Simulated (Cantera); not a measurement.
## Carbon deposition, reforming and gasification: C₂H₄ + H₂

A closed system holds: 1 mol C₂H₄, 10 mol H₂, held at 1 atm.

These are equilibrium values from Cantera (NASA tables, ideal gas, pure condensed phases), not measurements of a reactor. Candidate condensed phases: C, C₆H₆, C₇H₈, C₈H₁₈; 76 gas species. Kinetics and transport are ignored.

From 2125 °C to 2625 °C the condensed part is C(graphite). The main C-bearing gas is C₂H₂ (acetylene) throughout. The share of C in condensed phases is highest at 2125 °C (91.6 %) and lowest at 2625 °C (47.1 %).

| T (°C) | x H₂ | x H | x C₂H₂ (acetylene) | x C₄H₂ | x C₂H | x CH₄ | n C(graphite) |
|---|---|---|---|---|---|---|---|
| 2125 | 0.978 | 0.0155 | 0.00675 | 1.92e-5 | 6.12e-6 | 0.000173 | 1.83 |
| 2175 | 0.972 | 0.0195 | 0.00840 | 3.00e-5 | 1.08e-5 | 0.000156 | 1.79 |
| 2225 | 0.965 | 0.0243 | 0.0104 | 4.59e-5 | 1.87e-5 | 0.000142 | 1.74 |
| 2275 | 0.957 | 0.0301 | 0.0126 | 6.89e-5 | 3.15e-5 | 0.000129 | 1.69 |
| 2325 | 0.948 | 0.0368 | 0.0152 | 0.000102 | 5.19e-5 | 0.000117 | 1.62 |
| 2375 | 0.937 | 0.0447 | 0.0182 | 0.000147 | 8.40e-5 | 0.000107 | 1.54 |
| 2425 | 0.924 | 0.0538 | 0.0216 | 0.000210 | 0.000133 | 9.68e-5 | 1.45 |
| 2475 | 0.909 | 0.0643 | 0.0254 | 0.000295 | 0.000208 | 8.78e-5 | 1.34 |
| 2525 | 0.893 | 0.0763 | 0.0296 | 0.000408 | 0.000318 | 7.94e-5 | 1.23 |
| 2575 | 0.875 | 0.0898 | 0.0342 | 0.000556 | 0.000479 | 7.17e-5 | 1.09 |
| 2625 | 0.854 | 0.105 | 0.0391 | 0.000746 | 0.000709 | 6.45e-5 | 0.942 |
x: gas mole fraction; n: condensed amount in mol.
